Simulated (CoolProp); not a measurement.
Carbon monoxide at 293.15 K and 6.41 MPa is throttled through a valve to 0.541 MPa with no heat exchange. Each further row changes one setting.

Model: reference Helmholtz-energy equation of state, Lemmon 2006, in CoolProp. It is a short technical equation, of lower accuracy than the large ones.

```csv
case,temperature change (K),final density (kg/m³)
as stated,___,___
outlet pressure 0.162 MPa,___,___
outlet pressure 0.703 MPa,___,___
```

Q: Some entries are withheld; supply them.

A: 
- as stated, temperature change (K): -14.1
- as stated, final density (kg/m³): 6.55
- outlet pressure 0.162 MPa, temperature change (K): -15.2
- outlet pressure 0.162 MPa, final density (kg/m³): 1.97
- outlet pressure 0.703 MPa, temperature change (K): -13.6
- outlet pressure 0.703 MPa, final density (kg/m³): 8.51
